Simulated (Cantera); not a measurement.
Feed: 1 mol SiH4, 0.025 mol CH4, 3.7 mol H2, held at 2375 K and 4.00 mbar.

These are equilibrium values from Cantera (NASA tables, ideal gas, pure condensed phases), not measurements of a reactor. Gases not in the tables: Si2H6 and higher silanes. Equilibrium is a limit: real reactors are often held back by kinetics, nucleation or transport.

```tsv
species	before	after
H2	0.684	1.000
H	0.184	0.000205
Si	0.126	1.44e-6
Si2C	0.00256	1.79e-9
Si2	0.000784	1.53e-9
SiC2	0.000342	<1e-9
C2H2 (acetylene)	6.51e-5	<1e-9
Si3	4.03e-5	<1e-9
SiH	0.00212	3.24e-7
Si(s), mol	0	0.975
SiC(s), mol	0	0.0250
```
Gas species are given as mole fractions.

Problem. Name the change that produced these shifts.
(A) temperature from 2375 K to 1650 K
(B) CH4 from 0.025 to 1 mol
(C) temperature from 2375 K to 1475 K
(D) temperature from 2375 K to 1873 K

Solution. C, temperature from 2375 K to 1475 K. Mutual solubility and eutectic melting of coexisting phases are not modelled
